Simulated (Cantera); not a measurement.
A perfectly stirred reactor is fed with 50.0 % CH4, 50.0 % CO2, at 3750 Torr; it is held at 1875 K, and followed from long to short residence time.

Detailed kinetics in Cantera: GRI-Mech 3.0 (53 species, 325 reactions).

One state of this run: x CH4 = 0.00556; x CO2 = 0.00404; x H2 = 0.478; x O2 = 2.27e-12; x C2H6 = 6.32e-7. x: mole fraction; the columns are a selection and need not sum to one.

Q: Which value of τ (s) does it belong to?
A. 2.1
B. 0.0062
C. 0.020
D. 6.7

A: D, 6.7
